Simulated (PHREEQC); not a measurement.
Consider water at 25 °C with 0.081 mol HF, 0.0013 mol NH4HF2 and 0.026 mol H3PO4 per kg of water. Closed to the air; pH follows from the charge balance.

All values are PHREEQC results (ion-association model, wateq4f.dat), not measurements.

```json
[
 {"quantity": "pH", "before": "1.92", "after": "3.42"},
 {"quantity": "ionic strength (mol/kgw)", "before": "0.0147", "after": "0.0798"},
 {"quantity": "HF (mol/kgw)", "before": "0.0596", "after": "0.0219"},
 {"quantity": "H3PO4 (mol/kgw)", "before": "0.0159", "after": "0.00109"},
 {"quantity": "H2PO4- (mol/kgw)", "before": "0.0101", "after": "0.0249"},
 {"quantity": "H2F2 (mol/kgw)", "before": "0.00928", "after": "0.00127"}
]
```

Task: What was changed between the two runs?
A) H3PO4 replaced by K3PO4 at the same molality
B) 0.0067 mol/kgw KOH added
C) diluted 10-fold with water
D) NH4HF2 replaced by NH4HCO3 at the same molality
E) HF from 0.081 to 0.0081 mol/kgw

Result: A, H3PO4 replaced by K3PO4 at the same molality

No solid was allowed to form. H3PO4, which wateq4f.dat lacks, is added to it with the constant of phreeqc.dat.
